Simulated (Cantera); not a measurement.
An isothermal, constant-pressure homogeneous reactor starts with 0.330 % CO, 0.320 % O₂, 2.23 % H₂O, 97.1 % N₂, equivalence ratio 0.52, at 1425 K and 1.30 bar.

Model: GRI-Mech 3.0 (53 species, 325 reactions), integrated in Cantera.

One state of this run: x CO = 9.87e-5; x O₂ = 0.00166; x H₂O = 0.0221; x H₂O₂ = 3.78e-8; x NO₂ = 1.50e-10; x OH = 0.000111; x O = 2.35e-5. x: mole fraction; the columns are a selection and need not sum to one.

Q: Which value of t (s) does it belong to?
(A) 0.00949
(B) 0.00300
(C) 0.949
(D) 3.00e-5

A: A, 0.00949
